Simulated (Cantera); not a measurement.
A closed system holds: 1 mol SiHCl3, 0.16 mol NH3, 60 mol N2, at 13300 Pa.

Cantera equilibrium calculation (NASA polynomials, part measured and part estimated; ideal gas, pure solids and liquids). Candidate condensed phases: NH4Cl, Si, Si3N4; 28 gas species. The tables' values for SiCl3 are old estimates; treat these amounts as uncertain. The numbers say what is thermodynamically allowed, not how fast it happens.

Question: At 1252 °C, list the 4 most abundant gas species with their mole fractions, and the condensed phases.

Answer: N2 0.967, HCl 0.0205, SiCl2 0.00569, SiCl4 0.00250. Condensed: Si3N4(s).
